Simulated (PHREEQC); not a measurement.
**Polishing slurry liquid**

Solution (6.7 °C and 100 atm): 0.015 mol/kgw HNO3, 6.5e-05 mol/kgw H4SiO4 and 0.016 mol/kgw CuSO4. Closed to the air; pH follows from the charge balance.

Equilibrium calculation in PHREEQC: ion-association model, phreeqc.dat.

Precipitation was switched off in this run.

Problem. Predict the pH, specific conductance, density.

Solution. pH 1.99; specific conductance 4230 µS/cm; density 1.008 g/cm³.

Problem. In which forms is Cu present?

Solution. Cu+2 76 %, CuSO4 24 % of the Cu.

Examples of supersaturated solids here: Quartz (slow to form). Others may be too. Under pressure, the constants of complexes without a molar volume in the database are unreliable. At this temperature some constants are extrapolated from 25 °C, and those without enthalpy data are left unchanged.
